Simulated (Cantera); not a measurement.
Charge: 1 mol Si3N4, 0.12 mol O2, a varied amount of H2, equilibrated at 1623.15 K and 0.133 bar.

Equilibrium computed with Cantera from the NASA thermochemical tables; the gas is ideal and each condensed phase is pure. Candidate condensed phases: H2O, Si, SiO2, Si2N2O, Si3N4; 35 gas species. Mutual solubility and eutectic melting of coexisting phases are not modelled. Kinetics and transport are ignored.

log p: log10 of the partial pressure in bar; n: condensed amount in mol.

```csv
n(H2) (mol),log p H2,log p N2,log p H,log p SiO,n Si2N2O(s),n Si3N4(s),n Si(s)
18,-0.88,-3.23,-4.60,-4.91,0.238,0.841,0
26,-0.88,-3.35,-4.60,-4.86,0.237,0.838,0.00855
37,-0.88,-3.35,-4.60,-4.86,0.236,0.820,0.0629
54,-0.88,-3.35,-4.60,-4.86,0.234,0.793,0.147
78,-0.88,-3.35,-4.60,-4.86,0.232,0.754,0.266
110,-0.88,-3.35,-4.60,-4.86,0.229,0.702,0.424
160,-0.88,-3.35,-4.60,-4.86,0.224,…,0.671
230,-0.88,-3.35,-4.60,-4.86,0.216,…,1.02
340,-0.88,-3.35,-4.60,-4.86,0.205,…,1.56
490,-0.88,-3.35,-4.60,-4.86,0.190,…,2.30
710,-0.88,-3.46,-4.60,-4.76,0.147,…,2.61
```

Problem. Some entries are withheld; supply them.

Solution. 
- 160, n Si3N4(s): 0.621
- 230, n Si3N4(s): 0.508
- 340, n Si3N4(s): 0.330
- 490, n Si3N4(s): 0.0878
- 710, n Si3N4(s): 0
